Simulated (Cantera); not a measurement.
What does this Cantera script print?

```python
import numpy as np
import cantera as ct

gas_names = """
    CL CLO CL2 Fe FeCL FeCL2 FeCL3 FeO Fe(OH)2 Fe2CL4 Fe2CL6 H HCL HOCL HO2 H2 H2O H2O2 O OH O2 O3
""".split()
cond_names = """
    Fe(a) Fe(c) Fe(d) Fe(L) FeCL2(s) FeCL2(L) FeCL3(s) FeCL3(L) FeO(s) FeO(L) Fe(OH)2(s) Fe(OH)3(s)
    Fe2O3(s) Fe3O4(s) H2O(s) H2O(L)
""".split()


# ... load() reads the species with a 1 bar reference pressure and builds the phases ...
atoms = {
    'FeCl2': {'Fe': 1, 'CL': 2},
    'O2': {'O': 2},
    'H2': {'H': 2},
}
top_T = {'Fe2O3(s)': 1830, 'Fe3O4(s)': 1870}  # K; cautious upper limits of use, not melting points


# ... equilibrate(T, P, feed) seeds the gas with the atoms and calls Mixture.equilibrate('TP', solver="vcs", rtol=1e-11, max_steps=5000) ...
results = []
feed = {'FeCl2': 1, 'O2': 0.044, 'H2': 59}  # mol
T = 900  # K
P = 3  # Pa
mix = equilibrate(T, P, feed)
results.append((T, P, feed, dict(zip(mix.species_names, mix.species_moles))))
print(gas.report(threshold=1e-06))
for i in range(1, mix.n_phases):
    print(f"{mix.phase(i).name:16s} {mix.phase_moles(i):12.5e} mol")
```

Output:

```
       temperature   900 K
          pressure   3 Pa
           density   1.2805e-06 kg/m^3
  mean mol. weight   3.1939 kg/kmol
   phase of matter   gas

                          1 kg             1 kmol
                     ---------------   ---------------
          enthalpy        4.4668e+06        1.4267e+07  J
   internal energy        2.1239e+06        6.7836e+06  J
           entropy             79199        2.5295e+05  J/K
    Gibbs function       -6.6812e+07       -2.1339e+08  J
 heat capacity c_p            9400.7             30025  J/K
 heat capacity c_v            6797.5             21710  J/K

                      mass frac. Y      mole frac. X     chem. pot. / RT
                     ---------------   ---------------   ---------------
             FeCL2          0.004531        0.00011418           -77.463
               HCL           0.37789          0.033105           -50.176
                H2           0.60931           0.96531             -27.7
               H2O         0.0082726         0.0014667           -73.801
     [  +18 minor]        1.8881e-08        2.1743e-08

Fe(a)             9.93149e-01 mol
FeCL2(s)          0.00000e+00 mol
FeCL3(L)          0.00000e+00 mol
FeO(s)            0.00000e+00 mol
Fe(OH)2(s)        0.00000e+00 mol
Fe(OH)3(s)        0.00000e+00 mol
Fe2O3(s)          0.00000e+00 mol
Fe3O4(s)          0.00000e+00 mol
```

Method: chemical equilibrium by Gibbs-energy minimisation in Cantera with the NASA 1993 tables (ideal gas, pure condensed phases).
